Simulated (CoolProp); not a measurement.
A closed Brayton cycle with carbon dioxide: compressor inlet 307.15 K and 9.3 MPa, high pressure 19.3 MPa, turbine inlet 750 K, compressor efficiency 0.85, turbine efficiency 0.9, recuperator effectiveness 0.9 (on enthalpy, no pinch check). Each further row changes one setting.

Values from CoolProp's reference Helmholtz-energy equation of state, Span 1996.

```
case                           thermal efficiency (%)  net work (kJ/kg)  compressor to turbine work  compressor exit (K)  turbine exit (K)
-----------------------------  ----------------------  ----------------  --------------------------  -------------------  ----------------
as stated                                        30.0              71.9                        0.18                325.3             666.5
turbine inlet 700 K                              28.6              65.0                           ?                325.3             619.6
compressor inlet 317.15 K                           ?              63.6                           ?                358.6             666.5
high pressure 16.4 MPa                              ?                 ?                        0.17                320.8                 ?
recuperator effectiveness 0.5                       ?              71.9                        0.18                325.3             666.5
```

Task: What belongs in the gaps?

Result: 
- turbine inlet 700 K, compressor to turbine work: 0.20
- compressor inlet 317.15 K, thermal efficiency (%): 29.1
- compressor inlet 317.15 K, compressor to turbine work: 0.28
- high pressure 16.4 MPa, thermal efficiency (%): 27.5
- high pressure 16.4 MPa, net work (kJ/kg): 57.8
- high pressure 16.4 MPa, turbine exit (K): 684.8
- recuperator effectiveness 0.5, thermal efficiency (%): 17.2
